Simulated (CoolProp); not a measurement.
A Linde-Hampson liquefier for methane: isothermal reversible compression at 300 K from 1 atm to 15 MPa, throttling to 1 atm, return gas leaving the recuperator 2 K below the feed. Each further row changes one setting.

Values from CoolProp's reference Helmholtz-energy equation of state, Setzmann 1991.

| case | liquid yield per pass | compression work (kJ/kg of gas) |
|---|---|---|
| as stated | 0.154 | 742 |
| high pressure 30 MPa | 0.232 | 833 |
| warm-end temperature 330 K | 0.114 | 829 |
| warm-end gap 7 K | 0.143 | 742 |
